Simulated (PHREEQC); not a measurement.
Solution (50 °C): 0.0015 mol/kgw NH3, 4.9e-05 mol/kgw H4SiO4 and 0.0024 mol/kgw Na2CO3. Closed to the air; pH follows from the charge balance.

Model: ion-association model, phreeqc.dat, run in PHREEQC.

pH: 10.19
ionic strength: 0.00582 mol/kgw
specific conductance: 961 µS/cm
total alkalinity: 6.30 meq/kg

```json
[
 {"species": "Na+", "molality": "0.00456", "activity": "0.00419", "log γ": "-0.036"},
 {"species": "NH3", "molality": "0.00146", "activity": "0.00147", "log γ": "0.001"},
 {"species": "CO3-2", "molality": "0.00123", "activity": "0.000884", "log γ": "-0.144"},
 {"species": "HCO3-", "molality": "0.000927", "activity": "0.000854", "log γ": "-0.036"},
 {"species": "OH-", "molality": "0.000923", "activity": "0.000847", "log γ": "-0.037"},
 {"species": "NaCO3-", "molality": "0.000240", "activity": "0.000221", "log γ": "-0.037"},
 {"species": "H3SiO4-", "molality": "4.10e-5", "activity": "3.76e-5", "log γ": "-0.037"},
 {"species": "NH4+", "molality": "3.58e-5", "activity": "3.28e-5", "log γ": "-0.038"},
 {"species": "H4SiO4", "molality": "7.82e-6", "activity": "7.83e-6", "log γ": "0.001"},
 {"species": "NaHCO3", "molality": "1.76e-6", "activity": "1.77e-6", "log γ": "0.001"},
 {"species": "H2SiO4-2", "molality": "2.24e-7", "activity": "1.61e-7", "log γ": "-0.144"},
 {"species": "CO2", "molality": "1.06e-7", "activity": "1.06e-7", "log γ": "0.001"}
]
```

This is a speciation only: nothing precipitates in the calculation. Species that the database lacks are ignored. At this temperature some constants are extrapolated from 25 °C, and those without enthalpy data are left unchanged.
